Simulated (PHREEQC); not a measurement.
Solution (35 °C): 0.022 mol CuSO4, 0.00011 mol HNO3 and 0.22 mol H3BO3 per kg of water. Closed to the air; pH follows from the charge balance.

Computed with PHREEQC (ion-association model, phreeqc.dat).

Precipitation was switched off in this run.

Estimate the pH, specific conductance.

pH 4.24; specific conductance 3450 µS/cm.

In which forms is S present?

SO4-2 62 %, CuSO4 38 % of the S.
